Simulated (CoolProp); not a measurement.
A Linde-Hampson liquefier for normal hydrogen: isothermal reversible compression at 230 K from 1 atm to 40 MPa, throttling to 1 atm, return gas leaving the recuperator 5 K below the feed. Each further row changes one setting.

The numbers come from the reference Helmholtz-energy equation of state, Leachman 2009 in CoolProp.

```csv
case,compression work (kJ/kg of gas)
as stated,5950
high pressure 80 MPa,6920
warm-end temperature 260 K,6700
warm-end gap 10 K,5950
```
